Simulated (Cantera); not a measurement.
Reactions in the system C-F-Si

Cantera with NASA thermochemical tables; ideal gases at 1 bar, condensed phases pure. Values are per mole of reaction as written; species without (g) are pure solids or liquids, kept so even where they would boil at 1 bar. The tables' values for C₂F₄, SiF₂ are old estimates.

2 C + 2 SiF₂(g) → 2 Si(g) + C₂F₄(g)

```csv
T (K),ΔH° (kJ),ΔS° (J/K),ΔG° (kJ),log10 K
300,1417.2,111.5,1383.8,-240.93
1425,1427.6,127.9,1245.3,-45.65
1475,1427.9,128.1,1238.9,-43.87
1525,1428.3,128.4,1232.5,-42.22
1575,1428.7,128.6,1226.1,-40.66
1625,1429.0,128.9,1219.7,-39.20
1675,1429.4,129.1,1213.2,-37.83
```

2 CF₃(g) + 4 Si(g) → 3 SiF₂(g) + SiC₂(g)

| T (K) | ΔH° (kJ) | ΔS° (J/K) | ΔG° (kJ) | log10 K |
|---|---|---|---|---|
| 300 | -2008.0 | -195.7 | -1949.3 | 339.39 |
| 1425 | -2019.0 | -209.9 | -1720.0 | 63.05 |
| 1475 | -2019.7 | -210.3 | -1709.5 | 60.54 |
| 1525 | -2020.4 | -210.8 | -1699.0 | 58.19 |
| 1575 | -2021.1 | -211.2 | -1688.4 | 55.99 |
| 1625 | -2021.8 | -211.7 | -1677.8 | 53.93 |
| 1675 | -2022.5 | -212.1 | -1667.2 | 51.99 |
